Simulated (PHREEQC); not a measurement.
Consider water at 25 °C with 100 mmol/kgw CaCl2, 20 mmol/kgw Na2HPO4 and 0.049 mmol/kgw KCl. Closed to the air; pH follows from the charge balance.

Equilibrium calculation in PHREEQC: ion-association model, phreeqc.dat.

Precipitation was switched off in this run.

**Question.** Predict the pH.

**Answer.** pH 7.46.

**Question.** In which forms is Ca present?

**Answer.** Ca+2 85 %, CaHPO4 13 %, CaPO4- 1.3 %, CaH2PO4+ 0.5 % of the Ca.

Examples of supersaturated solids here: Hydroxyapatite. Others may be too. Complexes and solids missing from the database can't appear.
